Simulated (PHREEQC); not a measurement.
0.5 mol of Ag3PO4 (Ag3PO4) is brought to equilibrium with 1 kg of water, at 25 °C under several pressures of CO2. Oxygen is held at 0.21 atm. Solids allowed: Ag3PO4, Ag2O, Ag2CO3. Others were left out.

The numbers come from PHREEQC with the ion-association model, wateq4f.dat.

```csv
log pCO2 (atm),pH,dissolved Ag (mol/kgw),dissolved P (mol/kgw),Ag+ (mol/kgw),H2PO4- (mol/kgw),CO2 (mol/kgw)
-5,8.90,0.000414,0.000138,0.000414,2.56e-6,3.40e-7
-4.5,…,0.000515,0.000172,0.000515,7.08e-6,1.08e-6
-4,8.17,0.000648,0.000216,0.000648,1.95e-5,…
-3.5,7.81,0.000822,0.000274,0.000822,5.00e-5,1.08e-5
-3,7.47,0.00106,0.000352,0.00106,…,…
-2,6.82,0.00188,0.000627,0.00188,…,0.000340
-1.5,…,0.00263,0.000876,0.00263,0.000712,0.00108
-1,6.17,0.00377,0.00126,0.00377,0.00113,…
-0.5,5.84,0.00550,0.00183,0.00550,0.00174,0.0108
0,5.51,0.00812,0.00271,0.00812,0.00264,0.0340
```

Q: Complete the blanks.

A: 
- -4.5, pH: 8.54
- -4, CO2 (mol/kgw): 3.40e-6
- -3, H2PO4- (mol/kgw): 0.000115
- -3, CO2 (mol/kgw): 3.40e-5
- -2, H2PO4- (mol/kgw): 0.000425
- -1.5, pH: 6.50
- -1, CO2 (mol/kgw): 0.00340

Complexes and solids missing from the database can't appear. H3PO4, which wateq4f.dat lacks, is added to it with the constant of phreeqc.dat. The database has no phosphate complexes of Ag.
